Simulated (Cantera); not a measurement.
Si + Br2 + H2 (silicon etching in halogen gases)

Charge: 1 mol Si, a varied amount of Br2, 4.3 mol H2, equilibrated at 1698.15 K and 0.0100 bar.

Equilibrium computed with Cantera from the NASA thermochemical tables; the gas is ideal and each condensed phase is pure. Candidate condensed phases: Br2, Si; 19 gas species. The tables' values for SiBr3, SiBr are old estimates; treat these amounts as uncertain. The numbers say what is thermodynamically allowed, not how fast it happens.

From 1.1 mol Br2 to 1.5 mol Br2 the condensed part is Si(l). From 1.9 mol Br2 to 8.1 mol Br2 nothing is condensed. The main Si-bearing gas is SiBr2 throughout.

```json
[
 {"n(Br2) (mol)": "1.1", "log p H2": "-2.15", "log p HBr": "-2.78", "log p Br": "-3.83", "log p SiBr2": "-2.96", "log p SiBr4": "-6.73", "log p SiBr3": "-5.35", "log p Br2": "-7.42", "log p H": "-4.91", "n Si(l)": "0.391"},
 {"n(Br2) (mol)": "1.5", "log p H2": "-2.19", "log p HBr": "-2.73", "log p Br": "-3.76", "log p SiBr2": "-2.82", "log p SiBr4": "-6.44", "log p SiBr3": "-5.14", "log p Br2": "-7.28", "log p H": "-4.94", "n Si(l)": "0.0945"},
 {"n(Br2) (mol)": "1.9", "log p H2": "-2.26", "log p HBr": "-2.59", "log p Br": "-3.58", "log p SiBr2": "-2.80", "log p SiBr4": "-6.08", "log p SiBr3": "-4.95", "log p Br2": "-6.93", "log p H": "-4.97", "n Si(l)": "0"},
 {"n(Br2) (mol)": "2.6", "log p H2": "-2.39", "log p HBr": "-2.39", "log p Br": "-3.32", "log p SiBr2": "-2.86", "log p SiBr4": "-5.61", "log p SiBr3": "-4.74", "log p Br2": "-6.41", "log p H": "-5.03", "n Si(l)": "0"},
 {"n(Br2) (mol)": "3.4", "log p H2": "-2.56", "log p HBr": "-2.28", "log p Br": "-3.13", "log p SiBr2": "-2.91", "log p SiBr4": "-5.28", "log p SiBr3": "-4.60", "log p Br2": "-6.02", "log p H": "-5.12", "n Si(l)": "0"},
 {"n(Br2) (mol)": "4.6", "log p H2": "-2.85", "log p HBr": "-2.20", "log p Br": "-2.90", "log p SiBr2": "-3.00", "log p SiBr4": "-4.91", "log p SiBr3": "-4.46", "log p Br2": "-5.56", "log p H": "-5.27", "n Si(l)": "0"},
 {"n(Br2) (mol)": "6.1", "log p H2": "-3.32", "log p HBr": "-2.19", "log p Br": "-2.66", "log p SiBr2": "-3.11", "log p SiBr4": "-4.53", "log p SiBr3": "-4.33", "log p Br2": "-5.07", "log p H": "-5.50", "n Si(l)": "0"},
 {"n(Br2) (mol)": "8.1", "log p H2": "-3.92", "log p HBr": "-2.26", "log p Br": "-2.43", "log p SiBr2": "-3.26", "log p SiBr4": "-4.23", "log p SiBr3": "-4.25", "log p Br2": "-4.62", "log p H": "-5.80", "n Si(l)": "0"}
]
```
log p: log10 of the partial pressure in bar; n: condensed amount in mol.
